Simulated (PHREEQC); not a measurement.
Make-up at 20 °C: 10 mmol/kgw HF, 2.9 mmol/kgw NH4HF2 and 2.9 mmol/kgw H2SO4. Closed to the air; pH follows from the charge balance.

Equilibrium calculation in PHREEQC: ion-association model, phreeqc.dat.

| quantity | before | after |
|---|---|---|
| pH | 2.36 | 2.42 |
| ionic strength (mol/kgw) | 0.00987 | 0.00910 |
| HF (mol/kgw) | 0.0131 | 0.0136 |
| F- (mol/kgw) | 0.00242 | 0.00199 |
| SO4-2 (mol/kgw) | 0.00221 | 0.00205 |
| HSO4- (mol/kgw) | 0.000632 | 0.000803 |

Question: Name the change that produced these shifts.
A. NH4HF2 from 0.0029 to 0.00145 mol/kgw
B. temperature from 20 to 40 °C
C. diluted 10-fold with water
D. 0.0065 mol/kgw NH3 added
E. H2SO4 from 0.0029 to 0.00058 mol/kgw

Answer: B, temperature from 20 to 40 °C

This is a speciation only: nothing precipitates in the calculation. Constants without temperature data keep their 25 °C values here.
